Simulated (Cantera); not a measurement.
# Equilibrium for silicon etching in halogen gases: Si + HF

A closed system holds: 1 mol Si, 3.4 mol HF, at 975 K and 1.00 bar.

Cantera equilibrium calculation (NASA polynomials, part measured and part estimated; ideal gas, pure solids and liquids). Candidate condensed phases: Si; 25 gas species. The tables' values for SiF₃ are old estimates; treat these amounts as uncertain. Kinetics and transport are ignored.

- x(H₂): 0.654
- x(SiF₄): 0.310
- x(SiHF₃): 0.0333
- x(SiH₂F₂): 0.00192
- x(SiF₃): 0.000179
- x(SiH₃F): 2.51e-5
- x(HF): 8.65e-6
- n(Si(s)): 0.126 mol
- gas amount: 2.527 mol
